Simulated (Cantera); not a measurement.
An isothermal, constant-pressure homogeneous reactor starts with H2 : O2 : N2 = 0.0063 : 1 : 3.5 (molar parts), at 1425 K and 860 Pa. Integrator tolerance rtol = 1e-08.

Model: GRI-Mech 3.0 (53 species, 325 reactions), integrated in Cantera. Radical loss at walls, strong at low pressure, is not modelled.

What does this change do: H2 0.0063 to 0.00066 parts?


```tsv
quantity	before	after
x(H2) at 4.00 s	2.23e-6 (gas-phase equilibrium 2.12e-8)	3.76e-8 (gas-phase equilibrium 2.19e-9)
x(O2) at 4.00 s	0.221 (gas-phase equilibrium 0.221)	0.222 (gas-phase equilibrium 0.222)
x(OH) at 4.00 s	0.000158 (gas-phase equilibrium 1.55e-5)	2.06e-5 (gas-phase equilibrium 4.99e-6)
x(H) at 4.00 s	1.23e-5 (gas-phase equilibrium 1.08e-8)	2.60e-7 (gas-phase equilibrium 3.46e-9)
x(NO) at 4.00 s	2.19e-7 (gas-phase equilibrium 0.000851)	2.17e-8 (gas-phase equilibrium 0.000853)
x(H2O2) at 4.00 s	3.98e-10 (gas-phase equilibrium 7.98e-12)	1.23e-11 (gas-phase equilibrium <1e-12)
```

What does this change do: pressure from 860 Pa to 2670 Pa?


```
quantity                                              before                                      after
-----------------  -----------------------------------------  -----------------------------------------
x(H2) at 4.00 s      2.23e-6 (gas-phase equilibrium 2.12e-8)    3.07e-7 (gas-phase equilibrium 1.20e-8)
x(O2) at 4.00 s          0.221 (gas-phase equilibrium 0.221)        0.221 (gas-phase equilibrium 0.221)
x(OH) at 4.00 s     0.000158 (gas-phase equilibrium 1.55e-5)    5.88e-5 (gas-phase equilibrium 1.17e-5)
x(H) at 4.00 s       1.23e-5 (gas-phase equilibrium 1.08e-8)    5.99e-7 (gas-phase equilibrium 4.61e-9)
x(NO) at 4.00 s     2.19e-7 (gas-phase equilibrium 0.000851)   4.47e-7 (gas-phase equilibrium 0.000851)
x(H2O2) at 4.00 s  3.98e-10 (gas-phase equilibrium 7.98e-12)  2.69e-10 (gas-phase equilibrium 1.41e-11)
```
